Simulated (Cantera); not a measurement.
A perfectly stirred reactor is fed with H₂ : O₂ : N₂ = 1.6 : 0.595 : 4.4 (molar parts), equivalence ratio 1.3, at 5.00 bar; it is adiabatic with a 500 K inlet, and is followed from long to short residence time, starting on the burning branch (τ in s: 0.023, 0.013, 0.0073, 0.0042, 0.0024, 0.0013, 0.00076, 0.00043, 0.00025, 0.00014, 7.9e-05).

Cantera simulation using the H2/O2 subset of GRI-Mech 3.0, which has no nitrogen chemistry; the numbers are that mechanism's predictions, not measurements. The hydrogen kinetics of GRI-Mech 3.0 are dated; newer H2 mechanisms differ, most at raised pressure.

Problem. Predict: blow-out, bracketed by the residence times tried; x(H₂) at τ = 23.0 ms; x(O₂) at τ = 23.0 ms; x(H₂O) at τ = 23.0 ms; x(H₂O₂) at τ = 23.0 ms; x(O) at τ = 23.0 ms; x(H₂) at τ = 1.30 ms; x(O₂) at τ = 1.30 ms; x(H₂O) at τ = 1.30 ms; x(H₂O₂) at τ = 1.30 ms; x(O) at τ = 1.30 ms.

Solution. 
```
Property                                                                           Value
------------------------------------------------  --------------------------------------
blow-out, bracketed by the residence times tried  burning at 79.0 µs, the shortest tried
x(H₂) at τ = 23.0 ms                                                              0.0680
x(O₂) at τ = 23.0 ms                                                             7.29e-5
x(H₂O) at τ = 23.0 ms                                                              0.198
x(H₂O₂) at τ = 23.0 ms                                                           1.88e-8
x(O) at τ = 23.0 ms                                                              2.85e-6
x(H₂) at τ = 1.30 ms                                                              0.0674
x(O₂) at τ = 1.30 ms                                                            0.000378
x(H₂O) at τ = 1.30 ms                                                              0.196
x(H₂O₂) at τ = 1.30 ms                                                           1.36e-7
x(O) at τ = 1.30 ms                                                              4.30e-5
```
